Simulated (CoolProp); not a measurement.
The numbers come from the reference Helmholtz-energy equation of state, Thol 2019 in CoolProp.

Q: Give the vapour pressure (MPa), liquid density (kg/m³), vapour Z of saturated dodecamethylpentasiloxane (MD3M) at 163.35, 188.15 °C.

A: 
| T (°C) | p (MPa) | liquid density (kg/m³) | vapour Z |
|---|---|---|---|
| 163.35 | 0.0160 | 731 | 0.971 |
| 188.15 | 0.0346 | 704 | 0.950 |
